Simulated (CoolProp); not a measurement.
The numbers come from the reference Helmholtz-energy equation of state, Lemmon 2006 in CoolProp. It is a short technical equation, of lower accuracy than the large ones.

Q: Give the vapour pressure (MPa), vapour density (kg/m³), liquid cp (kJ/(kg K)), surface tension (mN/m) of saturated neopentane at 81.75, 87.25, 103.65 °C.

A: 
```
T (°C)  p (MPa)  vapour density (kg/m³)  liquid cp (kJ/(kg K))  surface tension (mN/m)
------  -------  ----------------------  ---------------------  ----------------------
81.75     0.766                    22.9                   2.71                    5.67
87.25     0.862                    26.0                   2.76                    5.20
103.65     1.20                    37.2                   2.94                    3.83
```

Surface tension comes from a separate correlation (Mulero 2014).
